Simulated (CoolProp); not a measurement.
Computed with CoolProp (reference Helmholtz-energy equation of state, Setzmann 1991).

### Question
For methane, give the phase and the density (kg/m³), cv (kJ/(kg K)), viscosity (µPa s) at 181.7 K and 0.751 MPa.

### Answer
- 181.7 K and 0.751 MPa: gas; density 8.54, cv 1.61, viscosity 7.22

Viscosity comes from a separate model (Quiñones-Cisneros 2006).
